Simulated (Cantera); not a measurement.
Feed: 1 mol CH3SiH3, 0.42 mol CH4, 1200 mol H2, 0.2 mol C3H8, at 1202 °C and 0.133 bar.

Method: chemical equilibrium by Gibbs-energy minimisation in Cantera with the NASA 1993 tables (ideal gas, pure condensed phases). Candidate condensed phases: C, C6H6, C7H8, C8H18, Si, SiC; 87 gas species. The feed counts by its element totals alone. The numbers say what is thermodynamically allowed, not how fast it happens.

Base state: H2 1.000, CH4 0.000387, H 3.55e-5 (mole fractions); condensed: C(graphite) + SiC(s).

Task: What changes in the equilibrium state with this change: pressure from 0.133 bar to 1.33 mbar?

Result: 
```json
[
 {"species": "H2", "before": "1.000", "after": "1.000"},
 {"species": "H", "before": "3.55e-5", "after": "0.000355"},
 {"species": "CH4", "before": "0.000387", "after": "3.87e-6"},
 {"species": "C(graphite), mol", "before": "0.537", "after": "0.999"},
 {"species": "SiC(s), mol", "before": "1.000", "after": "1.000"}
]
```

Task: What changes in the equilibrium state with this change: CH3SiH3 replaced by (CH3)2SiCl2?

Result: 
```json
[
 {"species": "H2", "before": "1.000", "after": "0.998"},
 {"species": "HCl", "before": "0", "after": "0.00166"},
 {"species": "CH4", "before": "0.000387", "after": "0.000386"},
 {"species": "H", "before": "3.55e-5", "after": "3.55e-5"},
 {"species": "C(graphite), mol", "before": "0.537", "after": "1.54"},
 {"species": "SiC(s), mol", "before": "1.000", "after": "1.000"}
]
```
